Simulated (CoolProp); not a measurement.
Vapour-liquid equilibrium of dimethyl ether (1) + R236FA (2) at 0.0197 bar; x and y are mole fractions of (1).

Values from CoolProp's multi-fluid Helmholtz-energy mixture model, Wu 2011 and Pan 2012; pair parameters Bell 2016.

| x | bubble temperature (°C) | y at the bubble point | dew temperature at overall composition x (°C) | liquid density (mol/L) |
|---|---|---|---|---|
| 0.05 | -68.5 | 0.080 | -68.4 | 11.02 |
| 0.125 | -69.3 | 0.212 | -68.7 | 11.40 |
| 0.2 | -70.3 | 0.355 | -69.2 | 11.80 |
| 0.275 | -71.6 | 0.499 | -69.7 | [?] |
| 0.35 | -73.3 | 0.633 | -70.2 | [?] |
| 0.425 | -75.2 | 0.748 | -70.9 | 13.16 |
| 0.5 | -77.3 | 0.838 | -71.6 | 13.67 |
| 0.575 | -79.5 | 0.901 | -72.5 | 14.20 |
| 0.65 | -81.6 | 0.944 | -73.5 | 14.76 |
| 0.725 | -83.6 | 0.970 | -74.7 | 15.35 |
| 0.8 | -85.4 | 0.985 | -76.3 | 15.97 |
| 0.875 | -86.9 | 0.994 | -78.5 | 16.61 |
| 0.95 | -88.1 | 0.998 | [?] | 17.29 |

Task: Some entries are withheld; supply them.

Result: 
- 0.275, liquid density (mol/L): 12.22
- 0.35, liquid density (mol/L): 12.68
- 0.95, dew temperature at overall composition x (°C): -82.0

No azeotrope shows between x = 0.05 and 0.95.

The pair parameters rest on a limited set of measurements; away from them the model extrapolates.
